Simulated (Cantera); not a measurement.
Thermodynamics of hydrogen reduction and annealing atmospheres, feed TiO2 + H2

Input: 1 mol TiO2, 1700 mol H2, at 2248 K and 2.78 Torr.

Method: chemical equilibrium by Gibbs-energy minimisation in Cantera with the NASA 1993 tables (ideal gas, pure condensed phases). Candidate condensed phases: H2O, Ti, TiO, TiO2, Ti2O3, Ti3O5, Ti4O7; 12 gas species. The numbers say what is thermodynamically allowed, not how fast it happens.

```json
{
  "x(H2)": "0.885",
  "x(H)": "0.114",
  "x(H2O)": "0.000580",
  "x(TiO)": "0.000493",
  "x(Ti)": "4.96e-5",
  "x(TiO2)": "1.17e-5",
  "x(OH)": "1.12e-5",
  "gas_amount": "1803 mol",
  "log10 activity of Ti2O3(l) (absent)": "-2.38",
  "log10 activity of Ti(l) (absent)": "-2.99",
  "log10 activity of Ti3O5(l) (absent)": "-3.92"
}
```
